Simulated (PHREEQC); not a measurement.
PHREEQC input (Pitzer model, pitzer.dat):

```
SOLUTION 1
  temp 20
  units mol/kgw
  pH 7 charge
  Cl 0.651
  K 0.031
  Na 1.07
  C(4) 0.25
  S(6) 0.1
END
USE solution 1
INCREMENTAL_REACTIONS false
REACTION 1
  H2O -1
  0 9.886 18.011 24.689 30.178 34.689 38.397 41.444
  43.949 46.007 47.699 49.089 50.232 51.172 51.944 52.578
  53.1 53.528 53.88 moles
EQUILIBRIUM_PHASES 1
  Arcanite 0 0
  Burkeite 0 0
  Glaserite 0 0
  Halite 0 0
  Kalicinite 0 0
  Mirabilite 0 0
  Misenite 0 0
  Nahcolite 0 0
  Natron 0 0
  Sylvite 0 0
  Thenardite 0 0
  Trona 0 0
  CO2(g) -3.4 10
SELECTED_OUTPUT 1
  -reset false
  -pH true
  -pe true
  -ionic_strength true
  -water true
  -activities H2O
  -totals C Cl K Na S
  -molalities H+ Na+ K+ Cl- CO3-2 SO4-2 OH- HCO3- CO2 HSO4-
  -equilibrium_phases Arcanite Burkeite Glaserite Halite Kalicinite Mirabilite Misenite Nahcolite Natron Sylvite
    Thenardite Trona
PRINT
  -reset false
END
```

Selected output (columns that matter, 19 of 19 rows; water left (kg) added in front):

```
water left (kg)	pH	mu	C	Cl	K	Na	S	m_H+	m_Na+	la_H2O	Burkeite	Glaserite	Halite	Trona
1.00159	9.7218	1.2913	0.15734	0.64997	0.030951	1.0683	0.099842	2.7455e-10	1.0683	-0.013409	0	0	0	0
0.823538	9.7375	1.5743	0.18755	0.79049	0.037642	1.2993	0.12143	2.5708e-10	1.2993	-0.016291	0	0	0	0
0.677211	9.7503	1.9188	0.22377	0.9613	0.045776	1.58	0.14766	2.3859e-10	1.58	-0.019849	0	0	0	0
0.556948	9.7604	2.338	0.26724	1.1689	0.05566	1.9212	0.17955	2.1844e-10	1.9212	-0.024282	0	0	0	0
0.458103	9.7678	2.8478	0.31952	1.4211	0.06767	2.3357	0.21829	1.9608e-10	2.3357	-0.029869	0	0	0	0
0.376873	9.7728	3.4676	0.38248	1.7274	0.082256	2.8392	0.26534	1.7119e-10	2.8392	-0.037009	0	0	0	0
0.310105	9.7759	4.2205	0.45847	2.0993	0.099966	3.4504	0.32247	1.4388e-10	3.4504	-0.046292	0	0	0	0
0.255242	9.7774	5.1344	0.55031	2.5505	0.12145	4.1921	0.39179	1.1486e-10	4.1921	-0.05859	0	0	0	0
0.210137	9.7782	6.2434	0.66158	3.098	0.14752	5.0919	0.47588	8.5595e-11	5.0919	-0.075229	0	0	0	0
0.173081	9.7793	7.5867	0.79658	3.7612	0.17911	6.1821	0.57776	5.8217e-11	6.1821	-0.09822	0	0	0	0
0.142286	9.7638	9.0003	0.87766	4.5753	0.21787	7.3602	0.70281	3.6713e-11	7.3602	-0.12819	0	0	0	0.0075817
0.116533	9.7279	9.1932	0.77176	4.9388	0.26602	7.5572	0.74272	3.2657e-11	7.5572	-0.13702	0.0067243	0	0.07547	0.024507
0.0957461	9.7309	9.2284	0.77021	4.9579	0.32377	7.5295	0.75005	3.2076e-11	7.5295	-0.13749	0.014093	0	0.1763	0.029406
0.0786515	9.7345	9.2715	0.76836	4.9811	0.39414	7.4959	0.75902	3.1375e-11	7.4959	-0.13806	0.020151	0	0.25923	0.033434
0.0646122	9.739	9.3243	0.76616	5.0094	0.47979	7.4552	0.76997	3.053e-11	7.4552	-0.13875	0.025125	0	0.32733	0.036741
0.0530825	9.7444	9.3889	0.76358	5.0438	0.584	7.4059	0.78338	2.9517e-11	7.4059	-0.1396	0.029208	0	0.38326	0.039455
0.0435896	9.751	9.4685	0.76056	5.0858	0.71118	7.3462	0.79985	2.8303e-11	7.3462	-0.14065	0.032567	0	0.42931	0.041689
0.0358063	9.7591	9.566	0.75707	5.1368	0.86577	7.2742	0.82001	2.686e-11	7.2742	-0.14194	0.035319	0	0.46707	0.043517
0.029397	9.7668	9.6614	0.7539	5.1862	1.0156	7.205	0.83968	2.5499e-11	7.205	-0.1432	0.037276	0.00038154	0.49854	0.045204
```
